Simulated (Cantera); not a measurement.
Input (Python, Cantera) and output of one run.

```python
import numpy as np
import cantera as ct

gas_names = """
    AL ALH ALN AL2 H H2 N NH NH2 NH3 N2 N2H2 N2H4
""".split()
cond_names = """
    AL(cr) AL(L) ALN(s)
""".split()


# ... load() reads the species with a 1 bar reference pressure and builds the phases ...
atoms = {
    'AlN': {'AL': 1, 'N': 1},
    'H2': {'H': 2},
}
top_T = {'ALN(s)': 2750}  # K; cautious upper limits of use, not melting points


# ... equilibrate(T, P, feed) seeds the gas with the atoms and calls Mixture.equilibrate('TP', solver="vcs", rtol=1e-11, max_steps=5000) ...
results = []
T = 1900  # K
P = 13332.2  # Pa
for m in [5.8, 9.6, 16, 26, 43, 72, 120, 200, 320, 530, 880]:
    feed = {'AlN': 1, 'H2': m}  # mol
    mix = equilibrate(T, P, feed)
    results.append((T, P, feed, dict(zip(mix.species_names, mix.species_moles))))
    x = sorted(zip(gas.X, gas.species_names), reverse=True)
    print(f"T = {T:g} K  P = {P:g} Pa  n(H2) = {m:g} mol  gas = {mix.phase_moles(0):.4g} mol")
    print("   x: " + "  ".join(f"{s} {v:.3e}" for v, s in x if v > 0.001))
    print("   condensed (mol): " + ("  ".join(f"{mix.phase(i).name} {mix.phase_moles(i):.4g}"
          for i in range(1, mix.n_phases) if mix.phase_moles(i) > 1e-12) or "none"))
```

Result:

```
T = 1900 K  P = 13332.2 Pa  n(H2) = 5.8 mol  gas = 5.823 mol
   x: H2 9.948e-01  H 2.168e-03  AL 1.795e-03  N2 1.013e-03
   condensed (mol): ALN(s) 0.9882
T = 1900 K  P = 13332.2 Pa  n(H2) = 9.6 mol  gas = 9.639 mol
   x: H2 9.948e-01  H 2.168e-03  AL 1.795e-03  N2 1.013e-03
   condensed (mol): ALN(s) 0.9805
T = 1900 K  P = 13332.2 Pa  n(H2) = 16 mol  gas = 16.06 mol
   x: H2 9.948e-01  H 2.168e-03  AL 1.795e-03  N2 1.013e-03
   condensed (mol): ALN(s) 0.9675
T = 1900 K  P = 13332.2 Pa  n(H2) = 26 mol  gas = 26.1 mol
   x: H2 9.948e-01  H 2.168e-03  AL 1.795e-03  N2 1.013e-03
   condensed (mol): ALN(s) 0.9471
T = 1900 K  P = 13332.2 Pa  n(H2) = 43 mol  gas = 43.17 mol
   x: H2 9.948e-01  H 2.168e-03  AL 1.795e-03  N2 1.013e-03
   condensed (mol): ALN(s) 0.9125
T = 1900 K  P = 13332.2 Pa  n(H2) = 72 mol  gas = 72.29 mol
   x: H2 9.948e-01  H 2.168e-03  AL 1.795e-03  N2 1.013e-03
   condensed (mol): ALN(s) 0.8535
T = 1900 K  P = 13332.2 Pa  n(H2) = 120 mol  gas = 120.5 mol
   x: H2 9.948e-01  H 2.168e-03  AL 1.795e-03  N2 1.013e-03
   condensed (mol): ALN(s) 0.7559
T = 1900 K  P = 13332.2 Pa  n(H2) = 200 mol  gas = 200.8 mol
   x: H2 9.948e-01  H 2.168e-03  AL 1.795e-03  N2 1.013e-03
   condensed (mol): ALN(s) 0.5932
T = 1900 K  P = 13332.2 Pa  n(H2) = 320 mol  gas = 321.3 mol
   x: H2 9.948e-01  H 2.168e-03  AL 1.795e-03  N2 1.013e-03
   condensed (mol): ALN(s) 0.3491
T = 1900 K  P = 13332.2 Pa  n(H2) = 530 mol  gas = 532 mol
   x: H2 9.950e-01  H 2.168e-03  AL 1.666e-03
   condensed (mol): none
T = 1900 K  P = 13332.2 Pa  n(H2) = 880 mol  gas = 882.4 mol
   x: H2 9.961e-01  H 2.169e-03  AL 1.004e-03
   condensed (mol): none
```

Equilibrium computed with Cantera from the NASA thermochemical tables; the gas is ideal and each condensed phase is pure.
